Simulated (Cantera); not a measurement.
A Cantera script and what it prints.

```python
import numpy as np
import cantera as ct

gas_names = [...]  # 136 gases of nasa_gas.yaml made of C, H, N, O
cond_names = """
    C(gr) C6H6(L) C7H8(L) C8H18(L),n-octa H2O(s) H2O(L)
""".split()


# ... load() reads the species with a 1 bar reference pressure and builds the phases ...
atoms = {
    'C2H5OH': {'C': 2, 'H': 6, 'O': 1},
    'NH3': {'N': 1, 'H': 3},
    'H2': {'H': 2},
    'O2': {'O': 2},
}
top_T = {'C(gr)': 4500}  # K; cautious upper limits of use, not melting points


# ... equilibrate(T, P, feed) seeds the gas with the atoms and calls Mixture.equilibrate('TP', solver="vcs", rtol=1e-11, max_steps=5000) ...
results = []
feed = {'C2H5OH': 1, 'NH3': 0.015, 'H2': 30, 'O2': 0.0072}  # mol
P = 100000  # Pa
for T in [1025, 1225, 1425, 1625, 1825, 2025, 2225]:
    mix = equilibrate(T, P, feed)
    results.append((T, P, feed, dict(zip(mix.species_names, mix.species_moles))))

top = {s: max(r[3][s] / sum(r[3][g] for g in gas_names) for r in results) for s in gas_names}
cols = sorted((s for s in top if top[s] > 1e-05), key=lambda s: -top[s])[:9]
seen = [c for c in cond_names if any(r[3].get(c, 0) > 1e-12 for r in results)]
print("log10 of partial pressures in bar; condensed amounts in mol")
print(f"{'T/K':>10s}" + "".join(f"{s[:9]:>10s}" for s in cols + seen))
for T, P, feed, n in results:
    ng = sum(n[g] for g in gas_names)
    print(f"{T:10.4g}" + "".join(f"{np.log10(max(n[s] / ng * P / 1e5, 1e-99)):10.3f}" for s in cols)
          + "".join(f"{n.get(c, 0):10.4g}" for c in seen))
```

Output:

```
log10 of partial pressures in bar; condensed amounts in mol
       T/K        H2       CH4        CO       H2O         H C2H2,acet       HCN       CO2        N2     C(gr)
      1025    -0.032    -1.405    -1.658    -2.059    -8.377    -9.103    -7.160    -3.572    -3.643         0
      1225    -0.019    -1.919    -1.529    -3.254    -6.516    -6.808    -5.847    -4.931    -3.655    0.5998
      1425    -0.015    -2.454    -1.526    -4.058    -5.174    -5.468    -5.058    -5.926    -3.665    0.8686
      1625    -0.014    -2.860    -1.526    -4.666    -4.158    -4.463    -4.476    -6.670    -3.692    0.9357
      1825    -0.014    -3.177    -1.526    -5.138    -3.363    -3.682    -4.047    -7.243    -3.761    0.9454
      2025    -0.015    -3.430    -1.526    -5.515    -2.723    -3.058    -3.747    -7.696    -3.902    0.9061
      2225    -0.018    -3.638    -1.527    -5.824    -2.197    -2.550    -3.565    -8.063    -4.141    0.7733
```

These are equilibrium values from Cantera (NASA tables, ideal gas, pure condensed phases), not measurements of a reactor.
